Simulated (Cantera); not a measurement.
Charge: 1 mol PbO, 0.14 mol H2, 9.3 mol N2, held at 4.40 bar.

These are equilibrium values from Cantera (NASA tables, ideal gas, pure condensed phases), not measurements of a reactor. Candidate condensed phases: H2O, Pb, PbO, PbO2, Pb3O4; 27 gas species. Each liquid is taken as pure. Mutual solubility and eutectic melting of coexisting phases are not modelled. Gases not in the tables: (PbO)n polymers. Rates play no part.

Problem. Which condensed phases are stable at each of these points (T (°C)): 350, 400, 450, 500, 550, 600, 650, 700, 750, 800, 850, 900, 950, 1000?

Solution. 
| T (°C) | condensed phases | Pb condensed (%) |
|---|---|---|
| 350 | Pb(l) + PbO(red) | 100.0 |
| 400 | Pb(l) + PbO(red) | 100.0 |
| 450 | Pb(l) + PbO(red) | 100.0 |
| 500 | Pb(l) + PbO(yellow) | 100.0 |
| 550 | Pb(l) + PbO(yellow) | 100.0 |
| 600 | Pb(l) + PbO(yellow) | 100.0 |
| 650 | Pb(l) + PbO(yellow) | 100.0 |
| 700 | Pb(l) + PbO(yellow) | 100.0 |
| 750 | Pb(l) + PbO(yellow) | 100.0 |
| 800 | Pb(l) + PbO(yellow) | 100.0 |
| 850 | Pb(l) + PbO(yellow) | 100.0 |
| 900 | Pb(l) + PbO(l) | 99.9 |
| 950 | Pb(l) + PbO(l) | 99.8 |
| 1000 | Pb(l) + PbO(l) | 99.5 |

From 350 °C to 450 °C the condensed part is Pb(l) + PbO(red). From 500 °C to 850 °C the condensed part is Pb(l) + PbO(yellow). From 900 °C to 1000 °C the condensed part is Pb(l) + PbO(l).
